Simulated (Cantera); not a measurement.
**Catalytic combustion on Pt**

An isothermal plug-flow reactor at 1000 K and 4.93 atm (inlet), inlet velocity 0.23 m/s, active area per volume 64 1/m; feed H₂ : O₂ : N₂ = 0.0076 : 0.19 : 0.79 (molar parts).

Model: Deutschmann's 1995 Pt surface mechanism with GRI-Mech 3.0 gas chemistry, integrated in Cantera. Catalytic surfaces can have several steady states; this one follows from the mechanism file's or the stated starting coverage. Mass transfer to the wall is taken as infinitely fast.

```tsv
z (m)	x H₂	x O₂	x H₂O	θ free Pt	θ O*	θ OH*
4.6e-05	0.00720	0.192	0.000496	0.135	0.863	0.00221
7.7e-05	0.00689	0.192	0.000807	0.133	0.865	0.00223
0.00013	0.00640	0.192	0.00130	0.130	0.867	0.00228
0.00021	0.00574	0.192	0.00196	0.127	0.871	0.00233
0.00036	0.00471	0.191	0.00299	0.122	0.876	0.00240
0.0006	0.00349	0.191	0.00423	0.116	0.882	0.00248
0.001	0.00216	0.190	0.00556	0.110	0.888	0.00256
0.0017	0.000975	0.190	0.00675	0.105	0.893	0.00262
0.0028	0.000291	0.189	0.00743	0.102	0.895	0.00265
0.0046	4.10e-5	0.189	0.00768	0.101	0.896	0.00266
```
x: gas mole fraction; θ: surface coverage.
